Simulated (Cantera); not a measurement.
An isothermal plug-flow reactor at 925 K and 4.40 bar (inlet), inlet velocity 0.47 m/s, active area per volume 460 1/m; feed 1.78 % H₂, 14.7 % O₂, 82.8 % N₂, 0.734 % H₂O.

Model: Deutschmann's 1995 Pt surface mechanism with GRI-Mech 3.0 gas chemistry, integrated in Cantera. Catalytic surfaces can have several steady states; this one follows from the mechanism file's or the stated starting coverage. Mass transfer to the wall is taken as infinitely fast.

x: gas mole fraction; θ: surface coverage.

```
z (m)          x H₂   x O₂   x H₂O  θ free Pt   θ O*    θ OH*
-------  ----------  -----  ------  ---------  -----  -------
0.00054  (withheld)  0.140  0.0234     0.0776  0.917  0.00521
0.0012   (withheld)  0.139  0.0250     0.0675  0.927  0.00498
0.0025   (withheld)  0.139  0.0254     0.0656  0.929  0.00493
0.0054   (withheld)  0.139  0.0254     0.0655  0.930  0.00493
0.012      3.79e-12  0.139  0.0254     0.0655  0.930  0.00493
0.025      3.71e-12  0.139  0.0254     0.0655  0.930  0.00493
0.054      3.67e-12  0.139  0.0254     0.0655  0.930  0.00493
```

Task: What belongs in the gaps?

Result: 
- 0.00054, x H₂: 0.00195
- 0.0012, x H₂: 0.000358
- 0.0025, x H₂: 1.58e-5
- 0.0054, x H₂: 1.61e-8
